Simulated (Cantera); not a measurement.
Input (Python, Cantera) and output of one run.

```python
import numpy as np
import cantera as ct

gas_names = """
    C CH CH2 CH3 CH2OH CH3O CH4 CH3OH CO CO2 COOH C2 C2H CHCO,ketyl C2H2,acetylene C2H2,vinylidene
    CH2CO,ketene C2H3,vinyl CH3CO,acetyl C2H4 C2H4O,ethylen CH3CHO,ethanal CH3COOH (HCOOH)2 C2H5 C2H6
    CH3OCH3 C2H5OH C2O C3 C3H3,propargyl C3H4,allene C3H4,propyne C3H4,cyclo- C3H5,allyl C3H6,propylene
    C3H6,cyclo- C3H6O C3H7,n-propyl C3H7,i-propyl C3H8 C3H8O,1propanol C3H8O,2propanol C3O2 C4 C4H2
    C4H4,1,3-cyclo- C4H6,butadiene C4H6,2-butyne C4H6,cyclo- C4H8,1-butene C4H8,cis2-buten
    C4H8,tr2-butene C4H8,isobutene C4H8,cyclo- (CH3COOH)2 C4H9,n-butyl C4H9,i-butyl C4H9,s-butyl
    C4H9,t-butyl C4H10,isobutane C4H10,n-butane C5 C5H6,1,3cyclo- C5H8,cyclo- C5H10,1-pentene
    C5H10,cyclo- C5H11,pentyl C5H11,t-pentyl C5H12,n-pentane C5H12,i-pentane CH3C(CH3)2CH3 C6H2
    C6H5,phenyl C6H5O,phenoxy C6H6 C6H5OH,phenol C6H10,cyclo- C6H12,1-hexene C6H12,cyclo- C6H13,n-hexyl
    C7H7,benzyl C7H8 C7H8O,cresol C7H14,1-heptene C7H15,n-heptyl C7H16,n-heptane C8H8,styrene
    C8H10,ethylbenz C8H16,1-octene C8H17,n-octyl C8H18,isooctane C8H18,n-octane C9H19,n-nonyl
    C10H8,naphthale C10H21,n-decyl C12H9,o-bipheny C12H10,bipheny H HCO HO2 H2 HCHO,formaldehy HCOOH H2O
    H2O2 O OH O2 O3
""".split()
cond_names = """
    C(gr) C6H6(L) C7H8(L) C8H18(L),n-octa H2O(s) H2O(L)
""".split()


def load(file, names, dense=False):
    # The tables refer to 1 bar. Condensed volumes are neglected.
    table = {s.name: s for s in ct.Species.list_from_file(file)}
    out = []
    for n in names:
        d = dict(table[n].input_data)
        d["thermo"] = dict(d["thermo"], **{"reference-pressure": 1e5})
        if dense:
            d["equation-of-state"] = {"model": "constant-volume", "density": "1e6 g/cm^3"}
        out.append(ct.Species.from_dict(d))
    return out


gas = ct.Solution(thermo="ideal-gas", species=load("nasa_gas.yaml", gas_names))
cond = {s.name: ct.Solution(thermo="fixed-stoichiometry", species=[s], name=s.name)
        for s in load("nasa_condensed.yaml", cond_names, dense=True)}
atoms = {
    'C6H6': {'C': 6, 'H': 6},
    'O2': {'O': 2},
    'H2': {'H': 2},
}
top_T = {'C(gr)': 4500}  # K; cautious upper limits of use, not melting points


def equilibrate(T, P, feed):
    n = {}
    for name, mol in feed.items():
        for a, k in atoms[name].items():
            n[a] = n.get(a, 0.0) + k * mol
    gas.TPX = T, P, n
    mass = sum(n.values()) * gas.mean_molecular_weight
    gas.equilibrate("TP")
    valid = [c for c in cond.values() if c.min_temp <= T <= top_T.get(c.name, c.max_temp)]
    mix = ct.Mixture([(gas, mass / gas.mean_molecular_weight)] + [(c, 0.0) for c in valid])
    mix.T, mix.P = T, P
    mix.equilibrate("TP", solver="vcs", rtol=1e-11, max_steps=5000)
    return mix


results = []
feed = {'C6H6': 1, 'O2': 0.0072, 'H2': 16}  # mol
T = 2123.15  # K
P = 1333.22  # Pa
mix = equilibrate(T, P, feed)
results.append((T, P, feed, dict(zip(mix.species_names, mix.species_moles))))
print(gas.report(threshold=0.001))
for i in range(1, mix.n_phases):
    print(f"{mix.phase(i).name:16s} {mix.phase_moles(i):12.5e} mol")
```

It prints:

```
       temperature   2123.2 K
          pressure   1333.2 Pa
           density   0.00015431 kg/m^3
  mean mol. weight   2.0432 kg/kmol
   phase of matter   gas

                          1 kg             1 kmol
                     ---------------   ---------------
          enthalpy        3.1175e+07        6.3699e+07  J
   internal energy        2.2536e+07        4.6046e+07  J
           entropy        1.1105e+05         2.269e+05  J/K
    Gibbs function        -2.046e+08       -4.1805e+08  J
 heat capacity c_p             16765             34255  J/K
 heat capacity c_v             12696             25941  J/K

                      mass frac. Y      mole frac. X     chem. pot. / RT
                     ---------------   ---------------   ---------------
    C2H2,acetylene          0.020428          0.001603           -29.812
                 H          0.015087          0.030583           -12.012
                H2           0.95416           0.96706           -24.024
     [ +107 minor]          0.010322        0.00075511

C(gr)             5.92341e+00 mol
```

Equilibrium computed with Cantera from the NASA thermochemical tables; the gas is ideal and each condensed phase is pure.
